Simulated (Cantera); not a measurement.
Charge: 1 mol FeS, 0.48 mol O2, 2.2 mol N2, at 1425 K and 2.50 bar.

Method: chemical equilibrium by Gibbs-energy minimisation in Cantera with the NASA 1993 tables (ideal gas, pure condensed phases). Candidate condensed phases: Fe, FeO, FeS, FeSO4, FeS2, Fe2O3, Fe2(SO4)3, Fe3O4, S; 19 gas species. Metal and sulfide melt together well below either melting point, which pure phases cannot show. Mutual solubility and eutectic melting of coexisting phases are not modelled. The tables' stoichiometric FeO is somewhat more stable than real wüstite, so its field is too wide. FeO, FeS: taken at fixed stoichiometry. Equilibrium is a limit: real reactors are often held back by kinetics, nucleation or transport.

Base state: N2 0.868, SO2 0.114, S2 0.0164, S2O 0.000987, SO 0.000495 (mole fractions); condensed: FeO(s) + FeS(s).

### Question
What changes in the equilibrium state with this change: O2 from 0.48 to 0.21 mol?

### Answer
```tsv
species	before	after
N2	0.868	0.937
SO2	0.114	0.0525
S2	0.0164	0.00975
S2O	0.000987	0.000454
SO	0.000495	0.000295
FeO(s), mol	0.378	0.172
FeS(s), mol	0.622	0.828
```

### Question
What changes in the equilibrium state with this change: temperature from 1425 K to 1248 K?

### Answer
```json
[
 {"species": "N2", "before": "0.868", "after": "0.883"},
 {"species": "SO2", "before": "0.114", "after": "0.108"},
 {"species": "S2", "before": "0.0164", "after": "0.00887"},
 {"species": "SO", "before": "0.000495", "after": "9.65e-5"},
 {"species": "S2O", "before": "0.000987", "after": "0.000634"},
 {"species": "FeO(s), mol", "before": "0.378", "after": "0"},
 {"species": "FeS(s), mol", "before": "0.622", "after": "0.684"},
 {"species": "Fe3O4(s), mol", "before": "0", "after": "0.105"}
]
```
FeS: taken at fixed stoichiometry. Gases not in the tables: S3 to S7.

### Question
What changes in the equilibrium state with this change: temperature from 1425 K to 750 K?

### Answer
```csv
species,before,after
N2,0.868,0.952
SO2,0.114,0.0476
S2,0.0164,5.69e-5
SO,0.000495,7.56e-9
S2O,0.000987,1.23e-5
"FeO(s), mol",0.378,0
"FeS(s), mol",0.622,0
"FeS2(s), mol",0,0.445
"Fe3O4(s), mol",0,0.185
```
